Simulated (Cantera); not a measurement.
**Thermodynamics of aluminium nitride and oxide growth, feed Al + O2 + N2**

A closed system holds: 1 mol Al, a varied amount of O2, 38 mol N2, held at 1798 K and 39.0 Torr.

These are equilibrium values from Cantera (NASA tables, ideal gas, pure condensed phases), not measurements of a reactor. Candidate condensed phases: Al, AlN, Al2O3; 16 gas species. Mutual solubility and eutectic melting of coexisting phases are not modelled. Rates play no part.

| n(O2) (mol) | log p N2 | log p O2 | log p NO | log p O | log p Al | n AlN(s) | n Al2O3(s) |
|---|---|---|---|---|---|---|---|
| 0.42 | -1.28 | <-13 | -11.42 | -12.71 | -5.90 | 0.439 | 0.280 |
| 0.6 | -1.28 | <-13 | -11.42 | -12.71 | -5.90 | 0.199 | 0.400 |
| 0.84 | -1.29 | -3.96 | -4.62 | -5.90 | <-13 | 0 | 0.500 |
| 1.2 | -1.29 | -3.24 | -4.26 | -5.54 | <-13 | 0 | 0.500 |
| 1.7 | -1.30 | -2.91 | -4.10 | -5.38 | <-13 | 0 | 0.500 |
| 2.3 | -1.30 | -2.70 | -4.00 | -5.27 | <-13 | 0 | 0.500 |
| 3.3 | -1.31 | -2.49 | -3.90 | -5.17 | <-13 | 0 | 0.500 |
| 4.7 | -1.33 | -2.32 | -3.82 | -5.08 | <-13 | 0 | 0.500 |
| 6.6 | -1.35 | -2.16 | -3.75 | -5.01 | <-13 | 0 | 0.500 |
| 9.2 | -1.37 | -2.03 | -3.69 | -4.94 | <-13 | 0 | 0.500 |
log p: log10 of the partial pressure in bar; n: condensed amount in mol.

From 0.42 mol O2 to 0.6 mol O2 the condensed part is AlN(s) + Al2O3(s). From 0.84 mol O2 to 9.2 mol O2 the condensed part is Al2O3(s).
